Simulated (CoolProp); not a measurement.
n-undecane along the isotherm 620 K: density (kg/m³) from the reference equation and from simpler models built on Tc = 638.8 K, pc = 1.990 MPa, ω = 0.539; each cubic takes its own stable root.

Model: reference Helmholtz-energy equation of state, Aleksandrov 2011, in CoolProp. It is a short technical equation, of lower accuracy than the large ones.

```tsv
p (MPa)	phase	reference	van der Waals	Redlich-Kwong	Soave-Redlich-Kwong	Peng-Robinson
0.0157	gas	0.4777	0.4773	0.4775	0.4775	0.4776
0.0266	gas	0.8113	0.8100	0.8106	0.8107	0.8111
0.0448	gas	1.372	1.368	1.370	1.370	1.371
0.0756	gas	2.331	2.321	2.325	2.326	2.330
0.128	gas	3.995	3.964	3.978	3.981	3.991
0.215	gas	6.850	6.759	6.799	6.808	6.838
0.364	gas	12.04	11.76	11.88	11.91	12.00
0.613	gas	21.78	20.84	21.24	21.34	21.63
1.04	gas	43.43	39.46	40.97	41.48	42.55
1.75	liquid	399.5	101.1	274.4	300.8	337.2
2.95	liquid	431.2	265.5	333.3	345.2	386.2
4.98	liquid	458.6	295.2	374.7	382.3	427.4
```

At some of these states van der Waals gives the other phase, because its saturation line lies elsewhere.
